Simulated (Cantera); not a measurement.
Cantera with NASA thermochemical tables; ideal gases at 1 bar, condensed phases pure. Values are per mole of reaction as written; species without (g) are pure solids or liquids, kept so even where they would boil at 1 bar. VN: taken at fixed stoichiometry.

9 VO2(g) + NO2(g) → VN + 4 V2O5

```
T (K)  ΔH° (kJ)  ΔS° (J/K)  ΔG° (kJ)  log10 K
-----  --------  ---------  --------  -------
375           …          …         …        …
425     -4339.8    -2012.0   -3484.7   428.28
475     -4330.4    -1991.0   -3384.7   372.20
525           …          …         …        …
575           …          …         …        …
625     -4300.0    -1935.6   -3090.3   258.27
```

Task: Fill in the missing entries.

Result: 
- 375, ΔH° (kJ): -4348.6
- 375, ΔS° (J/K): -2033.9
- 375, ΔG° (kJ): -3585.9
- 375, log10 K: 499.48
- 525, ΔH° (kJ): -4320.5
- 525, ΔS° (J/K): -1971.3
- 525, ΔG° (kJ): -3285.6
- 525, log10 K: 326.89
- 575, ΔH° (kJ): -4310.4
- 575, ΔS° (J/K): -1952.8
- 575, ΔG° (kJ): -3187.5
- 575, log10 K: 289.56
